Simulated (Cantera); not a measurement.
Charge: 1 mol CaCl2, 5.1 mol H2O, 2.8 mol H2, equilibrated at 0.120 Pa.

Method: chemical equilibrium by Gibbs-energy minimisation in Cantera with the NASA 1993 tables (ideal gas, pure condensed phases). Candidate condensed phases: Ca, CaCl2, CaO, Ca(OH)2, H2O; 21 gas species. Condensed phases not in the tables: oxide chlorides. Kinetics and transport are ignored.

At 1498 K, list the 4 most abundant gas species with their mole fractions, and the condensed phases.

H2O 0.473, H2 0.310, HCl 0.188, CaCl2 0.0156. Condensed: CaO(s).
